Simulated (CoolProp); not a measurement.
Vapour-liquid equilibrium of fluoroethane (R161) (1) + R134a (2) at 200.9 K; x and y are mole fractions of (1).

Model: multi-fluid Helmholtz-energy mixture model, Wu 2012 and Tillner-Roth 1994; pair parameters Bell 2016, in CoolProp.

| x | bubble pressure (bar) | y at the bubble point | dew pressure at overall composition x (bar) | liquid density (mol/L) |
|---|---|---|---|---|
| 0.05 | 0.07069 | 0.092 | 0.06923 | 14.91 |
| 0.2 | 0.08071 | 0.333 | 0.07482 | 15.33 |
| 0.35 | 0.09173 | 0.528 | 0.08156 | 15.77 |
| 0.5 | 0.1038 | 0.685 | 0.08995 | 16.24 |
| 0.65 | 0.1168 | 0.809 | 0.1008 | 16.73 |
| 0.8 | 0.1304 | 0.906 | 0.1156 | 17.25 |
| 0.95 | 0.1444 | 0.980 | 0.1382 | 17.80 |

No azeotrope shows between x = 0.05 and 0.95.

Pair parameters are fitted to limited data, so mixtures are less certain than the pure fluids.
